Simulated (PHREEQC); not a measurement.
Solution (25 °C): 0.18 mol H3PO4 and 0.024 mol HF per kg of water. Closed to the air; pH follows from the charge balance.

The numbers come from PHREEQC with the ion-association model, wateq4f.dat.

```csv
quantity,before,after
pH,1.50,1.66
ionic strength (mol/kgw),0.0370,0.0499
```

**Question.** Which change was made?
A. 0.012 mol/kgw KH2PO4 added
B. HF left out
C. diluted 10-fold with water
D. HF replaced by NaF at the same molality
E. 0.0025 mol/kgw KOH added

**Answer.** D, HF replaced by NaF at the same molality

This is a speciation only: nothing precipitates in the calculation. wateq4f.dat counts part of the HF as a dimer, H2F2, which phreeqc.dat doesn't know; its constant is uncertain. H3PO4, which wateq4f.dat lacks, is added to it with the constant of phreeqc.dat.
